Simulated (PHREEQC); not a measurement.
Silver or lead bath (model solution)

Solution (25 °C): 0.0047 mol/kgw Pb(NO3)2 and 0.00085 mol/kgw HNO3. Closed to the air; pH follows from the charge balance.

Equilibrium calculation in PHREEQC: ion-association model, phreeqc.dat.

```json
{
  "pH": "3.12",
  "ionic_strength": "0.0142 mol/kgw",
  "specific_conductance": "1440 µS/cm",
  "total_alkalinity": "-0.850 meq/kg"
}
```

```
species  molality  activity   log γ
-------  --------  --------  ------
NO3-      0.00986   0.00870  -0.054
Pb+2      0.00431   0.00267  -0.208
H+       0.000850  0.000767  -0.045
PbNO3+   0.000387  0.000344  -0.052
PbOH+     7.65e-8   6.79e-8  -0.052
Pb2OH+3   1.19e-8   4.06e-9  -0.469
```

No solid was allowed to form.
